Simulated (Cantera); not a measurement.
Feed: 1 mol Ti(OiPr)4, 10 mol O2, 6.9 mol H2, at 2200 K and 0.0140 bar.

Equilibrium computed with Cantera from the NASA thermochemical tables; the gas is ideal and each condensed phase is pure. Candidate condensed phases: C, C6H6, C7H8, C8H18, H2O, Ti, TiC, TiO, TiO2, Ti2O3, Ti3O5, Ti4O7; 113 gas species. The feed counts by its element totals alone. Condensed phases not in the tables: Magnéli phases beyond Ti4O7. The numbers say what is thermodynamically allowed, not how fast it happens.

Base state: H2 0.350, CO 0.315, H2O 0.259, CO2 0.0441, H 0.0282, OH 0.00291, TiO2 0.000295, O 0.000163 (mole fractions); condensed: Ti4O7(l).

Problem. What changes in the equilibrium state with this change: H2 from 6.9 to 29 mol?

Solution. 
```
species          before     after
-------------  --------  --------
H2                0.350     0.578
CO                0.315     0.203
H2O               0.259     0.170
CO2              0.0441    0.0113
H                0.0282    0.0362
TiO2           0.000295  0.000234
O2              5.09e-5   8.03e-6
O              0.000163   6.48e-5
Ti4O7(l), mol     0.247     0.246
```

Problem. What changes in the equilibrium state with this change: temperature from 2200 K to 2048 K?

Solution. 
| species | before | after |
|---|---|---|
| H2 | 0.350 | 0.370 |
| CO | 0.315 | 0.317 |
| H2O | 0.259 | 0.255 |
| H | 0.0282 | 0.0115 |
| CO2 | 0.0441 | 0.0459 |
| TiO2 | 0.000295 | 3.63e-5 |
| O2 | 5.09e-5 | 5.75e-6 |
| O | 0.000163 | 1.94e-5 |
| OH | 0.00291 | 0.000865 |
| Ti4O7(l), mol | 0.247 | 0 |
| TiO2(rutile), mol | 0 | 0.999 |

Problem. What changes in the equilibrium state with this change: O2 from 10 to 0.099 mol?

Solution. 
```tsv
species	before	after
H2	0.350	0.792
CO	0.315	0.164
H	0.0282	0.0424
H2O	0.259	1.04e-7
CO2	0.0441	4.05e-9
TiO2	0.000295	<1e-9
OH	0.00291	<1e-9
C2H2 (acetylene)	<1e-9	0.00203
Ti4O7(l), mol	0.247	0
C(graphite), mol	0	6.70
TiC(s), mol	0	1.000
```
TiC: taken at fixed stoichiometry.
